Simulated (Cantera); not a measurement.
Input: 1 mol SiHCl₃, 1.4 mol C₂H₄, 290 mol H₂, at 1900 K and 0.0220 bar.

Cantera equilibrium calculation (NASA polynomials, part measured and part estimated; ideal gas, pure solids and liquids). Candidate condensed phases: C, C₆H₆, C₇H₈, C₈H₁₈, Si, SiC; 109 gas species. Rates play no part.

Base state: H₂ 0.984, HCl 0.0101, H 0.00531, C₂H₂ (acetylene) 0.000376, Cl 4.10e-5, Si 2.13e-5, CH₄ 1.20e-5, SiCl₂ 1.04e-5 (mole fractions); condensed: C(graphite) + SiC(s).

What changes in the equilibrium state with this change: SiHCl₃ replaced by SiH₄?


```tsv
species	before	after
H₂	0.984	0.994
H	0.00531	0.00533
C₂H₂ (acetylene)	0.000376	0.000380
HCl	0.0101	0
Cl	4.10e-5	0
Si	2.13e-5	2.13e-5
SiCl₂	1.04e-5	0
CH₄	1.20e-5	1.22e-5
C(graphite), mol	1.58	1.58
SiC(s), mol	0.988	0.992
```

What changes in the equilibrium state with this change: temperature from 1900 K to 1023 K?


| species | before | after |
|---|---|---|
| H₂ | 0.984 | 0.988 |
| HCl | 0.0101 | 0.0102 |
| CH₄ | 1.20e-5 | 0.00161 |
| H | 0.00531 | 2.77e-8 |
| SiCl₂ | 1.04e-5 | 8.87e-8 |
| C₂H₂ (acetylene) | 0.000376 | 2.07e-9 |
| Cl | 4.10e-5 | <1e-9 |
| Si | 2.13e-5 | <1e-9 |
| C(graphite), mol | 1.58 | 1.33 |
| SiC(s), mol | 0.988 | 1.000 |

What changes in the equilibrium state with this change: pressure from 0.0220 bar to 0.0120 bar?


```csv
species,before,after
H₂,0.984,0.982
HCl,0.0101,0.0101
H,0.00531,0.00718
Si,2.13e-5,3.90e-5
CH₄,1.20e-5,6.51e-6
Cl,4.10e-5,5.55e-5
"C(graphite), mol",1.58,1.59
"SiC(s), mol",0.988,0.982
```
